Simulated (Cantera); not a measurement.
# Thermodynamics of silicon nitride deposition, feed SiCl₄ + N₂

A closed system holds: 1 mol SiCl₄, 2.3 mol N₂, equilibrated at 1.00 bar.

Equilibrium computed with Cantera from the NASA thermochemical tables; the gas is ideal and each condensed phase is pure. Candidate condensed phases: Si, Si₃N₄; 13 gas species. The tables' values for SiCl₃ are old estimates; treat these amounts as uncertain. Equilibrium is a limit: real reactors are often held back by kinetics, nucleation or transport.

From 875 K to 1875 K nothing is condensed. The main Si-bearing gas is SiCl₄ throughout.

```
T (K)  log p N₂  log p SiCl₄  log p SiCl₃  log p Cl  log p Cl₂  log p SiCl₂  log p SiCl
-----  --------  -----------  -----------  --------  ---------  -----------  ----------
875       -0.16        -0.52        -7.67     -8.37      -8.07         <-12        <-12
975       -0.16        -0.52        -6.55     -7.08      -7.01       -11.13        <-12
1075      -0.16        -0.52        -5.64     -6.04      -6.16        -9.55        <-12
1175      -0.16        -0.52        -4.87     -5.18      -5.47        -8.23        <-12
1275      -0.16        -0.52        -4.22     -4.46      -4.90        -7.11        <-12
1375      -0.16        -0.52        -3.66     -3.84      -4.42        -6.15        <-12
1475      -0.16        -0.52        -3.18     -3.32      -4.02        -5.31        <-12
1575      -0.16        -0.52        -2.76     -2.86      -3.67        -4.57      -11.37
1675      -0.16        -0.53        -2.39     -2.46      -3.37        -3.93      -10.15
1775      -0.16        -0.54        -2.07     -2.10      -3.10        -3.37       -9.08
1875      -0.16        -0.55        -1.79     -1.79      -2.87        -2.87       -8.12
```
log p: log10 of the partial pressure in bar; nothing condenses.
